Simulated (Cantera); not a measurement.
Input (Python, Cantera) and output of one run.

```python
import numpy as np
import cantera as ct

gas_names = """
    CL CLO CL2 H HCL HNO HNO2 HNO3 HOCL HO2 H2 H2O H2O2 Mg MgCL MgCL2 MgH MgN MgO MgOH MgO2H2 Mg2 N NH
    NH2 NH3 NH2OH NO NO2 NO3 N2 N2H2 N2H4 N2O O OH O2 O3
""".split()
cond_names = """
    H2O(s) H2O(L) Mg(cr) Mg(L) MgCL2(s) MgCL2(L) MgO(s) MgO(L) MgO2H2(s) NH4CL(a) NH4CL(b)
""".split()


# ... load() reads the species with a 1 bar reference pressure and builds the phases ...
atoms = {
    'MgO': {'Mg': 1, 'O': 1},
    'HCl': {'H': 1, 'CL': 1},
    'N2': {'N': 2},
}
top_T = {}  # K; cautious upper limits of use, not melting points


# ... equilibrate(T, P, feed) seeds the gas with the atoms and calls Mixture.equilibrate('TP', solver="vcs", rtol=1e-11, max_steps=5000) ...
results = []
feed = {'MgO': 1, 'HCl': 0.11, 'N2': 0.25}  # mol
T = 1573.15  # K
for P in [1000, 2700, 7200, 19000, 52000, 140000, 370000, 1000000]:
    mix = equilibrate(T, P, feed)
    results.append((T, P, feed, dict(zip(mix.species_names, mix.species_moles))))

top = {s: max(r[3][s] / sum(r[3][g] for g in gas_names) for r in results) for s in gas_names}
cols = sorted((s for s in top if top[s] > 1e-05), key=lambda s: -top[s])[:7]
seen = [c for c in cond_names if any(r[3].get(c, 0) > 1e-12 for r in results)]
print("log10 of partial pressures in bar; condensed amounts in mol")
print(f"{'P/Pa':>10s}" + "".join(f"{s[:9]:>10s}" for s in cols + seen))
for T, P, feed, n in results:
    ng = sum(n[g] for g in gas_names)
    print(f"{P:10.4g}" + "".join(f"{np.log10(max(n[s] / ng * P / 1e5, 1e-99)):10.3f}" for s in cols)
          + "".join(f"{n.get(c, 0):10.4g}" for c in seen))
```

It prints:

```
log10 of partial pressures in bar; condensed amounts in mol
      P/Pa        N2       HCL     MgCL2       H2O        CL        H2       CL2    MgO(s)
      1000    -2.159    -2.596    -3.608    -3.609    -4.625    -4.922    -7.191    0.9911
      2700    -1.727    -2.163    -3.176    -3.176    -4.337    -4.632    -6.616    0.9911
      7200    -1.301    -1.737    -2.749    -2.749    -4.055    -4.344    -6.050    0.9911
   1.9e+04    -0.880    -1.315    -2.327    -2.327    -3.776    -4.057    -5.493    0.9911
   5.2e+04    -0.442    -0.877    -1.890    -1.890    -3.489    -3.755    -4.920    0.9911
   1.4e+05    -0.012    -0.447    -1.459    -1.459    -3.211    -3.451    -4.364    0.9911
   3.7e+05     0.410    -0.024    -1.037    -1.037    -2.944    -3.140    -3.829    0.9911
     1e+06     0.842     0.408    -0.605    -0.605    -2.679    -2.806    -3.300    0.9911
```

Method: chemical equilibrium by Gibbs-energy minimisation in Cantera with the NASA 1993 tables (ideal gas, pure condensed phases).
